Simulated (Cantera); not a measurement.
A freely propagating, adiabatic, planar premixed flame of H₂ : O₂ : N₂ = 1 : 0.962 : 3.62 (molar parts), equivalence ratio 0.52, unburnt at 325 K and 0.780 bar; mixture-averaged transport, grid criteria slope 0.08 and curve 0.16, no radiation.

Model: the H2/O2 subset of GRI-Mech 3.0, which has no nitrogen chemistry, integrated in Cantera. Burning velocities carry a grid error of a few per cent, more on coarse grids. Lean hydrogen flames are cellular in practice and burn faster than this planar one.

Q: Predict: laminar burning velocity; thermal thickness; peak x(OH); peak x(H); peak x(HO₂).

A: 
```json
{
 "laminar_burning_velocity": "60.6 cm/s",
 "thermal_thickness": "0.565 mm",
 "peak x(OH)": "0.00457",
 "peak x(H)": "0.00471",
 "peak x(HO₂)": "0.000280"
}
```
